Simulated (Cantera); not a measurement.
What does this Cantera script print?

```python
import numpy as np
import cantera as ct

gas = ct.Solution("h2o2.yaml")
gas.TPX = 1225, 1400, {'H2': 0.014, 'O2': 1}
reactor = ct.IdealGasConstPressureReactor(gas, energy="off", clone=False)
net = ct.ReactorNet([reactor])
net.rtol, net.atol = 1e-08, 1e-18
show = ['H2', 'O2', 'H', 'H2O', 'O', 'HO2']
times = np.geomspace(2e-06, 1, 10)

steps = ct.SolutionArray(gas, extra=["t"])
rows = []
print(f"{'t/s':>10s}{'T/K':>9s}{'P/Pa':>11s}" + "".join(f"{s:>11s}" for s in show))
for t in times:
    while net.time < t:
        t_next = net.step()
        steps.append(gas.state, t=t_next)
    rows.append([np.interp(t, steps.t, y) for y in (steps.T, steps.P, *steps(*show).X.T)])
    print(f"{t:10.3e}{rows[-1][0]:9.1f}{rows[-1][1]:11.4g}" + "".join(f"{x:11.3e}" for x in rows[-1][2:]))
rate = np.gradient(steps.T, steps.t)
print("integrator steps:", len(steps.t))
if steps.T.max() > steps.T[0] + 200:
    print(f"time of steepest temperature rise: {steps.t[rate.argmax()]:.4e} s")
gas.TPX = 1225, 1400, {'H2': 0.014, 'O2': 1}
gas.equilibrate("TP")
print(f"equilibrium (TP): T = {gas.T:.1f} K  " + "  ".join(f"{s} {gas[s].X[0]:.3e}" for s in show))
```

It prints:

```
       t/s      T/K       P/Pa         H2         O2          H        H2O          O        HO2
 2.000e-06   1225.0       1400  1.381e-02  9.862e-01  4.060e-11  3.549e-15  1.141e-12  4.174e-11
 8.595e-06   1225.0       1400  1.381e-02  9.862e-01  1.598e-10  2.661e-13  1.979e-11  1.794e-10
 3.694e-05   1225.0       1400  1.381e-02  9.862e-01  4.985e-10  1.736e-11  2.892e-10  7.714e-10
 1.587e-04   1225.0       1400  1.381e-02  9.862e-01  1.141e-09  7.773e-10  2.943e-09  3.319e-09
 6.822e-04   1225.0       1400  1.381e-02  9.862e-01  6.603e-09  3.178e-08  3.932e-08  1.433e-08
 2.932e-03   1225.0       1400  1.376e-02  9.862e-01  4.210e-06  3.293e-05  2.869e-05  1.405e-07
 1.260e-02   1225.0       1400  7.790e-05  9.742e-01  7.174e-04  1.281e-02  1.110e-02  1.137e-06
 5.415e-02   1225.0       1400  5.747e-05  9.772e-01  4.604e-04  1.305e-02  8.265e-03  1.002e-06
 2.327e-01   1225.0       1400  2.266e-05  9.826e-01  1.111e-04  1.349e-02  3.184e-03  6.408e-07
 1.000e+00   1225.0       1400  3.240e-06  9.855e-01  5.959e-06  1.377e-02  4.507e-04  2.076e-07
integrator steps: 1109
equilibrium (TP): T = 1225.0 K  H2 2.518e-09  O2 9.861e-01  H 1.331e-10  H2O 1.390e-02  O 3.555e-07  HO2 7.203e-09
```

Detailed kinetics in Cantera: the H2/O2 subset of GRI-Mech 3.0, which has no nitrogen chemistry. Radical loss at walls, strong at low pressure, is not modelled.
